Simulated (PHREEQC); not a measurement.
A made-up water analysis in mg/L, 25 °C, pH 2.28, pe 8.8: Na 123; K 165; Ca 147; Mg 46.5; Cl 74.2; S(6) as SO4 1420; Zn 12.2; O(0) (dissolved oxygen) 3.46; Mn(2) 0.659.

Valence states are taken as typed.

All values are PHREEQC results (ion-association model, phreeqc.dat), not measurements.

No solid was allowed to form.

Question: Order these Ca species by the share of Ca that they hold, largest first: Ca+2, CaSO4, CaHSO4+.

Answer: Ca+2 (69 %), CaSO4 (30 %), CaHSO4+ (1.2 %)

The pH is 2.28 and the ionic strength 0.0375 mol/kgw.
